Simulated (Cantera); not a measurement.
A freely propagating, adiabatic, planar premixed flame of H2 : O2 : N2 = 1 : 0.357 : 1.34 (molar parts), unburnt at 700 K and 0.110 bar; mixture-averaged transport, grid criteria slope 0.08 and curve 0.16, no radiation.

Model: the H2/O2 subset of GRI-Mech 3.0, which has no nitrogen chemistry, integrated in Cantera. Burning velocities carry a grid error of a few per cent, more on coarse grids.

Q: How do the results move with these cheaper or finer settings: unity-Lewis-number transport; multicomponent transport; multicomponent+Soret transport; grid criteria slope 0.5, curve 1; grid criteria slope 0.25, curve 0.5; grid criteria slope 0.03, curve 0.06?

A: 
```csv
setting,laminar burning velocity,thermal thickness,peak x(H2O2),peak x(OH),grid points
as above,886 cm/s,8.87 mm,4.65e-7,0.0154,142
unity-Lewis-number transport,559 cm/s,6.85 mm,4.23e-7,0.0149,135
multicomponent transport,867 cm/s,8.83 mm,4.61e-7,0.0154,142
multicomponent+Soret transport,844 cm/s,8.77 mm,4.67e-7,0.0154,142
"grid criteria slope 0.5, curve 1",1360 cm/s,16.9 mm,4.37e-7,0.0155,56
"grid criteria slope 0.25, curve 0.5",1060 cm/s,11.6 mm,4.47e-7,0.0159,64
"grid criteria slope 0.03, curve 0.06",848 cm/s,8.32 mm,4.70e-7,0.0152,274
```
The base run took roughly 1.6 core-seconds.
Unity Lewis numbers drop preferential diffusion, which matters most where H2 and H carry the flame; Soret adds thermal diffusion.
